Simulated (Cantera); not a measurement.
Input: 1 mol SiHCl3, 1500 mol H2, 0.018 mol C2H2, equilibrated at 0.110 bar.

Method: chemical equilibrium by Gibbs-energy minimisation in Cantera with the NASA 1993 tables (ideal gas, pure condensed phases). Candidate condensed phases: C, C6H6, C7H8, C8H18, Si, SiC; 109 gas species. Mutual solubility and eutectic melting of coexisting phases are not modelled. Gases not in the tables: Si2H6 and higher silanes. The numbers say what is thermodynamically allowed, not how fast it happens.

x: gas mole fraction; n: condensed amount in mol.

```json
[
 {"T (K)": "1175", "x H2": "0.998", "x H": "3.69e-7", "x HCl": "0.00197", "x Si": "4.87e-12", "n Si(s)": "0.952", "n SiC(s)": "0.0315", "n Si(l)": "0"},
 {"T (K)": "1375", "x H2": "0.998", "x H": "1.03e-5", "x HCl": "0.00197", "x Si": "3.73e-9", "n Si(s)": "0.949", "n SiC(s)": "0.0325", "n Si(l)": "0"},
 {"T (K)": "1575", "x H2": "0.998", "x H": "?", "x HCl": "0.00197", "x Si": "?", "n Si(s)": "0.939", "n SiC(s)": "0.0331", "n Si(l)": "0"},
 {"T (K)": "1775", "x H2": "0.997", "x H": "0.000871", "x HCl": "0.00197", "x Si": "2.00e-5", "n Si(s)": "0", "n SiC(s)": "0.0325", "n Si(l)": "0.866"},
 {"T (K)": "1975", "x H2": "0.993", "x H": "0.00411", "x HCl": "0.00196", "x Si": "0.000294", "n Si(s)": "0", "n SiC(s)": "0.0162", "n Si(l)": "0.241"},
 {"T (K)": "2175", "x H2": "0.983", "x H": "?", "x HCl": "0.00195", "x Si": "?", "n Si(s)": "0", "n SiC(s)": "0", "n Si(l)": "0"},
 {"T (K)": "2375", "x H2": "0.956", "x H": "0.0416", "x HCl": "0.00189", "x Si": "0.000566", "n Si(s)": "0", "n SiC(s)": "0", "n Si(l)": "0"}
]
```

Complete the blanks.


- 1575, x H: 0.000125
- 1575, x Si: 5.22e-7
- 2175, x H: 0.0146
- 2175, x Si: 0.000514
